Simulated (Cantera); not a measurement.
## Pyrogenic steam for wet oxidation

An isothermal, constant-pressure homogeneous reactor starts with H₂ : O₂ : N₂ = 1.2 : 1.3 : 5.5 (molar parts), equivalence ratio 0.46, at 1350 K and 0.550 bar.

Computed with Cantera and the H2/O2 subset of GRI-Mech 3.0, which has no nitrogen chemistry. The temperature is held fixed by assumption; the heat of reaction is taken as removed at once.

```json
[
 {"t (s)": "4.00e-5", "x H₂": "0.127", "x O₂": "0.152", "x H₂O": "0.0161", "x H₂O₂": "6.90e-7", "x O": "0.00318", "x OH": "0.00220", "x HO₂": "2.94e-5"},
 {"t (s)": "0.000140", "x H₂": "0.00609", "x O₂": "0.0941", "x H₂O": "0.147", "x H₂O₂": "3.40e-6", "x O": "0.00650", "x OH": "0.00438", "x HO₂": "3.61e-5"},
 {"t (s)": "0.000493", "x H₂": "0.000445", "x O₂": "0.0943", "x H₂O": "0.161", "x H₂O₂": "1.09e-6", "x O": "0.000402", "x OH": "0.00105", "x HO₂": "1.39e-5"},
 {"t (s)": "0.00173", "x H₂": "3.15e-5", "x O₂": "0.0945", "x H₂O": "0.162", "x H₂O₂": "2.23e-7", "x O": "3.08e-5", "x OH": "0.000294", "x HO₂": "1.81e-6"},
 {"t (s)": "0.00608", "x H₂": "3.97e-6", "x O₂": "0.0946", "x H₂O": "0.162", "x H₂O₂": "5.16e-8", "x O": "4.54e-6", "x OH": "0.000114", "x HO₂": "2.92e-7"},
 {"t (s)": "0.0213", "x H₂": "8.02e-7", "x O₂": "0.0946", "x H₂O": "0.162", "x H₂O₂": "1.39e-8", "x O": "9.94e-7", "x OH": "5.31e-5", "x HO₂": "7.37e-8"},
 {"t (s)": "0.0750", "x H₂": "2.38e-7", "x O₂": "0.0946", "x H₂O": "0.162", "x H₂O₂": "4.67e-9", "x O": "2.98e-7", "x OH": "2.90e-5", "x HO₂": "3.83e-8"},
 {"t (s)": "0.263", "x H₂": "1.48e-7", "x O₂": "0.0946", "x H₂O": "0.162", "x H₂O₂": "2.98e-9", "x O": "1.79e-7", "x OH": "2.25e-5", "x HO₂": "3.57e-8"},
 {"t (s)": "0.924", "x H₂": "1.46e-7", "x O₂": "0.0946", "x H₂O": "0.162", "x H₂O₂": "2.93e-9", "x O": "1.76e-7", "x OH": "2.23e-5", "x HO₂": "3.56e-8"},
 {"t (s)": "3.24", "x H₂": "1.46e-7", "x O₂": "0.0946", "x H₂O": "0.162", "x H₂O₂": "2.93e-9", "x O": "1.76e-7", "x OH": "2.23e-5", "x HO₂": "3.56e-8"},
 {"t (s)": "11.4", "x H₂": "1.46e-7", "x O₂": "0.0946", "x H₂O": "0.162", "x H₂O₂": "2.93e-9", "x O": "1.76e-7", "x OH": "2.23e-5", "x HO₂": "3.56e-8"},
 {"t (s)": "40.0", "x H₂": "1.46e-7", "x O₂": "0.0946", "x H₂O": "0.162", "x H₂O₂": "2.93e-9", "x O": "1.76e-7", "x OH": "2.23e-5", "x HO₂": "3.56e-8"}
]
```
x: mole fraction; the columns are a selection and need not sum to one.

Equilibrium at this temperature and pressure: H₂ 1.46e-7, O₂ 0.0946, H₂O 0.162, H₂O₂ 2.93e-9, O 1.76e-7, OH 2.23e-5, HO₂ 3.56e-8 (gas phase only).
